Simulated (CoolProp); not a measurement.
Vapour-liquid equilibrium of diethyl ether (1) + n-hexane (2) at 0.112 MPa; x and y are mole fractions of (1).

The numbers come from the multi-fluid Helmholtz-energy mixture model, Thol 2014 and Thol 2019; pair parameters Bell 2016 in CoolProp.

```
x     bubble temperature, mixture model (K)  bubble temperature, Raoult's law (K)  y, mixture model  y, Raoult's law
----  -------------------------------------  ------------------------------------  ----------------  ---------------
0.05                                    [?]                                 342.1             0.151            0.134
0.15                                  335.1                                 336.8             0.366            0.345
0.25                                  330.4                                 332.2             0.513            0.504
0.35                                    [?]                                 328.2             0.622            0.625
0.45                                  323.3                                 324.7             0.708            0.720
0.55                                  320.5                                 321.5             0.779            0.795
0.65                                    [?]                                 318.6             0.839            0.857
0.75                                    [?]                                 316.0             0.892            0.907
0.85                                  313.4                                 313.7             0.939            0.949
0.95                                  311.4                                 311.5             0.981            0.984
```

**Question.** What belongs in the gaps?

**Answer.** 
- 0.05, bubble temperature, mixture model (K): 341.3
- 0.35, bubble temperature, mixture model (K): 326.6
- 0.65, bubble temperature, mixture model (K): 317.9
- 0.75, bubble temperature, mixture model (K): 315.6

The largest gap from Raoult's law is -1.8 K in bubble temperature, at x = 0.25. No azeotrope shows between x = 0.05 and 0.95.

Pair parameters are fitted to limited data, so mixtures are less certain than the pure fluids.
